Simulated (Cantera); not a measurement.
# N2O furnace oxynitridation

An isothermal, constant-pressure homogeneous reactor starts with 99.2 % N2O, 0.843 % H2O, at 1573 K and 10.00 Torr.

Detailed kinetics in Cantera: GRI-Mech 3.0 (53 species, 325 reactions). GRI-Mech 3.0 was tuned for natural gas; its chemistry of N2O as a main component is partial and can be far from experiment. Radical loss at walls, strong at low pressure, is not modelled. The temperature is held fixed by assumption; the heat of reaction is taken as removed at once.

```
t (s)       x N2O    x H2O     x NO2      x OH    x H2O2      x NO     x HO2
--------  -------  -------  --------  --------  --------  --------  --------
1.00e-6     0.992  0.00843    <1e-12  1.10e-10    <1e-12   1.61e-9    <1e-12
3.76e-6     0.992  0.00843    <1e-12   1.55e-9    <1e-12   2.27e-8    <1e-12
1.41e-5     0.992  0.00843    <1e-12   2.14e-8    <1e-12   3.14e-7  2.46e-11
5.31e-5     0.991  0.00843    <1e-12   2.78e-7    <1e-12   4.08e-6   1.21e-9
0.000200    0.991  0.00843  3.04e-11   2.95e-6  1.74e-11   4.40e-5   5.10e-8
0.000751    0.990  0.00841   1.68e-8   1.91e-5   1.29e-9  0.000301   1.33e-6
0.00282     0.984  0.00837   3.25e-6   6.99e-5   3.44e-8   0.00134   1.21e-5
0.0106      0.963  0.00827   8.23e-5  0.000141   4.96e-8   0.00504   1.56e-5
0.0399      0.890  0.00805  0.000357  0.000174   1.67e-8    0.0178   8.19e-6
0.150       0.673  0.00744  0.000449  0.000190   3.62e-9    0.0559   2.77e-6
0.564       0.270  0.00630  0.000209  0.000183  6.35e-10     0.125   5.18e-7
2.12       0.0149  0.00559   5.46e-5  0.000164  1.97e-10     0.167   4.14e-8
7.98      1.18e-5  0.00558   9.01e-5  0.000105  1.01e-10     0.169   2.88e-8
30.0      6.86e-6  0.00558   9.00e-5  0.000105  1.01e-10     0.168   2.89e-8
```
x: mole fraction; the columns are a selection and need not sum to one.

Equilibrium at this temperature and pressure: N2O 1.26e-8, H2O 0.00558, NO2 1.24e-6, OH 0.000112, H2O2 1.15e-10, NO 0.00199, HO2 3.60e-8 (gas phase only).
